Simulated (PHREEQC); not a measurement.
0.021 g of hydrous ferric oxide (600 m²/g; 0.2 weak and 0.005 strong sites per Fe, Dzombak-Morel constants, diffuse double layer) in 1 kg of water with 0.001 mol/kgw of an inert sodium salt and 9.6e-06 mol Na2SeO3 and 1.9e-07 mol Na2SO4, at 25 °C; the pH is set by adding NaOH or the inert anion's acid. No oxygen is let in. CO2 from the air is kept out. Slow redox steps are shut off: sulfate isn't reduced. No solid was allowed to form.

The series has 17 steps of pH, from 4 to 12.

The numbers come from PHREEQC with the ion-association model, wateq4f.dat.

Q: Near which pH is half of the Se sorbed, and on which side is more sorbed?

A: Near pH 7.8, with more sorbed at lower pH.

Q: Near which pH is half of the S sorbed, and on which side is more sorbed?

A: Near pH 5.5, with more sorbed at lower pH.

Q: At which pH does the surface charge pass through zero?

A: Near pH 7.8.

The database's selenite sorption wasn't checked against measurements; a fall in acid may be a fault of its surface constants.
